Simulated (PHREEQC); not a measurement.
Make-up at 25 °C: 0.00019 mol CaSO4, 0.00031 mol CO2 and 2e-07 mol H4SiO4 per kg of water. Closed to the air; pH follows from the charge balance.

The numbers come from PHREEQC with the Pitzer model, pitzer.dat.

No solid was allowed to form.

Question: Predict the pH, osmotic coefficient.

Answer: pH 4.94; osmotic coefficient 0.973.

Question: In which forms is C present?

Answer: CO2 96 %, HCO3- 3.9 % of the C.
